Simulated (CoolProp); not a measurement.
Vapour-liquid equilibrium of neopentane (1) + n-pentane (2) at 0.229 MPa; x and y are mole fractions of (1).

Values from CoolProp's multi-fluid Helmholtz-energy mixture model, Lemmon 2006 and Thol 2019; pair parameters Bell 2016.

```json
[
 {"x": "0.05", "bubble temperature, mixture model (K)": "333.5", "bubble temperature, Raoult's law (K)": "333.5", "y, mixture model": "0.097", "y, Raoult's law": "0.101"},
 {"x": "0.15", "bubble temperature, mixture model (K)": "329.8", "bubble temperature, Raoult's law (K)": "329.8", "y, mixture model": "0.267", "y, Raoult's law": "0.277"},
 {"x": "0.25", "bubble temperature, mixture model (K)": "326.4", "bubble temperature, Raoult's law (K)": "326.4", "y, mixture model": "0.410", "y, Raoult's law": "0.424"},
 {"x": "0.35", "bubble temperature, mixture model (K)": "323.3", "bubble temperature, Raoult's law (K)": "323.3", "y, mixture model": "0.531", "y, Raoult's law": "0.546"},
 {"x": "0.45", "bubble temperature, mixture model (K)": "320.3", "bubble temperature, Raoult's law (K)": "320.4", "y, mixture model": "0.634", "y, Raoult's law": "0.649"},
 {"x": "0.55", "bubble temperature, mixture model (K)": "317.6", "bubble temperature, Raoult's law (K)": "317.7", "y, mixture model": "0.723", "y, Raoult's law": "0.736"},
 {"x": "0.65", "bubble temperature, mixture model (K)": "315.1", "bubble temperature, Raoult's law (K)": "315.2", "y, mixture model": "0.799", "y, Raoult's law": "0.811"},
 {"x": "0.75", "bubble temperature, mixture model (K)": "312.8", "bubble temperature, Raoult's law (K)": "312.8", "y, mixture model": "0.865", "y, Raoult's law": "0.875"},
 {"x": "0.85", "bubble temperature, mixture model (K)": "310.6", "bubble temperature, Raoult's law (K)": "310.6", "y, mixture model": "0.924", "y, Raoult's law": "0.930"},
 {"x": "0.95", "bubble temperature, mixture model (K)": "308.5", "bubble temperature, Raoult's law (K)": "308.5", "y, mixture model": "0.976", "y, Raoult's law": "0.978"}
]
```

The largest gap from Raoult's law is -0.1 K in bubble temperature, at x = 0.45. No azeotrope shows between x = 0.05 and 0.95.

The pair parameters rest on a limited set of measurements; away from them the model extrapolates.
